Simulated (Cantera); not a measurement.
Charge: 1 mol MgO, 1.4 mol O₂, 3.9 mol SO₂, at 802 °C and 35.3 Torr.

Equilibrium computed with Cantera from the NASA thermochemical tables; the gas is ideal and each condensed phase is pure. Candidate condensed phases: Mg, MgO, MgS, MgSO₄, S; 14 gas species. The numbers say what is thermodynamically allowed, not how fast it happens.

Base state: SO₂ 0.727, O₂ 0.215, SO₃ 0.0582 (mole fractions); condensed: MgSO₄(s).

### Question
What changes in the equilibrium state with this change: 0.0089 mol H₂S added?

### Answer
```tsv
species	before	after
SO₂	0.727	0.729
O₂	0.215	0.211
SO₃	0.0582	0.0578
H₂O	0	0.00241
MgSO₄(s), mol	1.00	1.00
```
Further candidate phases: H₂O, H₂SO₄, Mg(OH)₂.

### Question
What changes in the equilibrium state with this change: SO₂ from 3.9 to 0.45 mol?

### Answer
```
species        before    after
-------------  ------  -------
O₂              0.215    0.992
SO₂             0.727  0.00642
SO₃            0.0582  0.00110
MgSO₄(s), mol    1.00    0.441
MgO(s), mol         0    0.559
```
Mutual solubility and eutectic melting of coexisting phases are not modelled.
